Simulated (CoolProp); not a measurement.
Saturated liquid density (kg/m³) of methanol: the reference equation beside estimates from Tc = 513.4 K, pc = 82.16 bar, ω = 0.565.

Model: reference Helmholtz-energy equation of state, de Reuck 1993, in CoolProp.

| T (K) | reference | Redlich-Kwong | Peng-Robinson |
|---|---|---|---|
| 410.2 | 664.9 | 449.8 | 563.5 |
| 419.2 | 652.1 | 437.4 | 549.3 |
| 428.2 | 638.4 | 424.4 | 533.9 |
| 437.2 | 623.6 | 410.6 | 517.3 |
| 446.2 | 607.7 | 396.0 | 499.1 |
| 455.2 | 590.2 | 380.4 | 479.2 |
| 464.2 | 570.9 | 363.6 | 457.2 |
| 473.2 | 549.1 | 345.2 | 432.5 |
| 482.2 | 523.8 | 324.8 | 404.3 |
| 491.2 | 492.8 | 301.5 | 371.3 |
| 500.2 | 450.4 | 273.3 | 330.4 |

Absolute difference from the reference over all 11 rows, mean and median: Redlich-Kwong 35.7 and 35.5 %, Peng-Robinson 19.7 and 18.8 %.
